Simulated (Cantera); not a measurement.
Charge: 1 mol Fe, 0.23 mol H₂O, 0.088 mol H₂, held at 1625 K and 29.0 mbar.

Cantera equilibrium calculation (NASA polynomials, part measured and part estimated; ideal gas, pure solids and liquids). Candidate condensed phases: Fe, FeO, Fe(OH)₂, Fe(OH)₃, Fe₂O₃, Fe₃O₄, H₂O; 12 gas species. Mutual solubility and eutectic melting of coexisting phases are not modelled. The tables' stoichiometric FeO is somewhat more stable than real wüstite, so its field is too wide. FeO: taken at fixed stoichiometry. Rates play no part.

Base state: H₂ 0.681, H₂O 0.318, H 0.000342, Fe 5.98e-5, Fe(OH)₂ 1.49e-5 (mole fractions); condensed: Fe(γ) + FeO(s).

### Question
What changes in the equilibrium state with this change: temperature from 1625 K to 973.15 K?

### Answer
```csv
species,before,after
H₂,0.681,0.857
H₂O,0.318,0.143
H,0.000342,5.90e-9
Fe,5.98e-5,<1e-9
Fe(OH)₂,1.49e-5,<1e-9
"Fe(γ), mol",0.871,0
"FeO(s), mol",0.129,0.185
"Fe(α), mol",0,0.815
```
